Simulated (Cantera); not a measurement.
Input: 1 mol CuO, 35 mol H2, 0.045 mol H2O, at 1950 °C.

Equilibrium computed with Cantera from the NASA thermochemical tables; the gas is ideal and each condensed phase is pure. Candidate condensed phases: Cu, CuO, Cu(OH)2, Cu2O, H2O; 12 gas species. Equilibrium is a limit: real reactors are often held back by kinetics, nucleation or transport.

What share of the Cu ends up in condensed phases as a function of P (Pa), at 10, 68, 460, 3200, 22000, 150000, 1000000?


| P (Pa) | Cu condensed (%) | as |
|---|---|---|
| 10 | 0.0 | - |
| 68 | 0.0 | - |
| 460 | 0.0 | - |
| 3200 | 0.0 | - |
| 22000 | 0.0 | - |
| 150000 | 33.0 | Cu(l) |
| 1000000 | 90.1 | Cu(l) |
